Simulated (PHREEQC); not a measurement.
**Copper plating or etch bath (model solution)**

Make-up at 25 °C: 0.0014 mol/kgw Cu(BF4)2, 0.00021 mol/kgw HCl and 0.0074 mol/kgw KCl. Closed to the air; pH follows from the charge balance.

The numbers come from PHREEQC with the ion-association model, wateq4f.dat.

| Quantity | Value |
|---|---|
| pH | 3.00 |
| ionic strength | 0.0126 mol/kgw |
| total alkalinity | -8.61 meq/kg |

```json
[
 {"species": "Cl-", "molality": "0.00759", "activity": "0.00676", "log γ": "-0.051"},
 {"species": "K+", "molality": "0.00740", "activity": "0.00659", "log γ": "-0.051"},
 {"species": "HF", "molality": "0.00244", "activity": "0.00245", "log γ": "0.001"},
 {"species": "F-", "molality": "0.00183", "activity": "0.00162", "log γ": "-0.051"},
 {"species": "BF4-", "molality": "0.00148", "activity": "0.00131", "log γ": "-0.052"},
 {"species": "Cu+2", "molality": "0.00135", "activity": "0.000878", "log γ": "-0.188"},
 {"species": "H+", "molality": "0.00111", "activity": "0.00101", "log γ": "-0.043"},
 {"species": "H3BO3", "molality": "0.000972", "activity": "0.000974", "log γ": "0.001"},
 {"species": "BF3OH-", "molality": "0.000223", "activity": "0.000197", "log γ": "-0.052"},
 {"species": "BF2(OH)2-", "molality": "0.000124", "activity": "0.000110", "log γ": "-0.052"},
 {"species": "CuF+", "molality": "2.91e-5", "activity": "2.60e-5", "log γ": "-0.050"},
 {"species": "CuCl+", "molality": "1.79e-5", "activity": "1.60e-5", "log γ": "-0.050"}
]
```

No solid was allowed to form. Real BF4- forms and hydrolyses slowly; the run takes it at equilibrium.
